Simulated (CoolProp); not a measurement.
Vapour pressure (kPa) of R22: the reference equation beside estimates from Tc = 369.3 K, pc = 4990 kPa, ω = 0.221. Clausius-Clapeyron is anchored at 258 K with a constant enthalpy of vaporisation of 18.73 kJ/mol.

The numbers come from the reference Helmholtz-energy equation of state, Kamei 1995 in CoolProp.

```json
[
 {"T (K)": "205.6", "reference": "23.89", "Lee-Kesler": "23.16", "Clausius-Clapeyron": "31.83", "van der Waals": "277.5", "Soave-Redlich-Kwong": "23.49", "Peng-Robinson": "24.44"},
 {"T (K)": "218.7", "reference": "51.05", "Lee-Kesler": "49.97", "Clausius-Clapeyron": "61.36", "van der Waals": "401.8", "Soave-Redlich-Kwong": "50.39", "Peng-Robinson": "51.62"},
 {"T (K)": "231.8", "reference": "98.79", "Lee-Kesler": "97.56", "Clausius-Clapeyron": "109.8", "van der Waals": "559.7", "Soave-Redlich-Kwong": "97.93", "Peng-Robinson": "99.15"},
 {"T (K)": "244.9", "reference": "176.3", "Lee-Kesler": "175.4", "Clausius-Clapeyron": "184.7", "van der Waals": "754.7", "Soave-Redlich-Kwong": "175.5", "Peng-Robinson": "176.2"},
 {"T (K)": "258", "reference": "294.6", "Lee-Kesler": "294.5", "Clausius-Clapeyron": "294.6", "van der Waals": "990.3", "Soave-Redlich-Kwong": "294.4", "Peng-Robinson": "293.5"},
 {"T (K)": "271.1", "reference": "465.6", "Lee-Kesler": "466.9", "Clausius-Clapeyron": "449.1", "van der Waals": "1269", "Soave-Redlich-Kwong": "467.0", "Peng-Robinson": "463.4"},
 {"T (K)": "284.2", "reference": "702.7", "Lee-Kesler": "705.5", "Clausius-Clapeyron": "658.7", "van der Waals": "1595", "Soave-Redlich-Kwong": "707.1", "Peng-Robinson": "699.5"},
 {"T (K)": "297.3", "reference": "1020", "Lee-Kesler": "1024", "Clausius-Clapeyron": "934.0", "van der Waals": "1969", "Soave-Redlich-Kwong": "1030", "Peng-Robinson": "1017"},
 {"T (K)": "310.4", "reference": "1433", "Lee-Kesler": "1437", "Clausius-Clapeyron": "1286", "van der Waals": "2395", "Soave-Redlich-Kwong": "1450", "Peng-Robinson": "1431"},
 {"T (K)": "323.5", "reference": "1958", "Lee-Kesler": "1960", "Clausius-Clapeyron": "1725", "van der Waals": "2873", "Soave-Redlich-Kwong": "1984", "Peng-Robinson": "1960"},
 {"T (K)": "336.6", "reference": "2614", "Lee-Kesler": "2614", "Clausius-Clapeyron": "2262", "van der Waals": "3407", "Soave-Redlich-Kwong": "2648", "Peng-Robinson": "2622"},
 {"T (K)": "349.7", "reference": "3422", "Lee-Kesler": "3422", "Clausius-Clapeyron": "2906", "van der Waals": "3998", "Soave-Redlich-Kwong": "3460", "Peng-Robinson": "3437"},
 {"T (K)": "362.8", "reference": "4413", "Lee-Kesler": "4416", "Clausius-Clapeyron": "3667", "van der Waals": "4646", "Soave-Redlich-Kwong": "4438", "Peng-Robinson": "4427"}
]
```

Absolute difference from the reference over all 13 rows, mean and median: Lee-Kesler 0.7 and 0.3 %, Clausius-Clapeyron 11.9 and 11.1 %, van der Waals 256.8 and 127.0 %, Soave-Redlich-Kwong 0.9 and 1.0 %, Peng-Robinson 0.5 and 0.4 %.
